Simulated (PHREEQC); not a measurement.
Consider water at 48 °C with 0.00096 mol/kgw KOH and 0.0005 mol/kgw CuSO4. Closed to the air; pH follows from the charge balance.

The numbers come from PHREEQC with the ion-association model, wateq4f.dat.

```tsv
quantity	before	after
pH	8.02	10.40
ionic strength (mol/kgw)	0.00152	0.00275
Cu(OH)2 (mol/kgw)	0.000457	0.000499
Cu2(OH)2+2 (mol/kgw)	1.89e-5	4.19e-10
KSO4- (mol/kgw)	4.04e-6	3.80e-6
Cu+2 (mol/kgw)	2.36e-6	4.77e-11
SI of Cu(OH)2 (Cu(OH)2)	+2.50	+2.54
SI of Tenorite (CuO)	+3.52	+3.56
```

Task: What was changed between the two runs?
A. CuSO4 from 0.0005 to 0.0025 mol/kgw
B. 0.0013 mol/kgw LiOH added
C. 0.00064 mol/kgw HBr added
D. temperature from 48 to 30 °C

Result: B, 0.0013 mol/kgw LiOH added

No solid was allowed to form. Some of these states are supersaturated (in Cu(OH)2, Tenorite (slow to form), for instance). Away from 25 °C the constants follow the database's enthalpies or fits; those with neither stay at their 25 °C values. The database's constant for dissolved Cu(OH)2 is higher than later reviews accept.
